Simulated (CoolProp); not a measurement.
Vapour-liquid equilibrium of n-butane (1) + n-decane (2) at 0.538 bar; x and y are mole fractions of (1).

The numbers come from the multi-fluid Helmholtz-energy mixture model, Bücker 2006 and Lemmon 2006; pair parameters Kunz 2012 in CoolProp.

```
x     bubble temperature (K)  y at the bubble point  dew temperature at overall composition x (K)  liquid density (mol/L)
----  ----------------------  ---------------------  --------------------------------------------  ----------------------
0.05                   352.9                  0.926                                         422.2                   4.932
0.2                    296.3                  0.997                                         416.3                   5.706
0.35                   280.3                  0.999                                         409.6                   6.333
0.5                    271.9                  1.000                                         401.5                   7.011
0.65                   266.4                  1.000                                         391.1                   7.806
0.8                    262.0                  1.000                                         376.2                   8.791
0.95                   258.3                  1.000                                         344.7                   10.09
```

No azeotrope shows between x = 0.05 and 0.95.

The pair parameters rest on a limited set of measurements; away from them the model extrapolates. The gap from Raoult's law changes sign with composition, which may be real or a fault of the pair parameters; it wasn't checked against measurements.
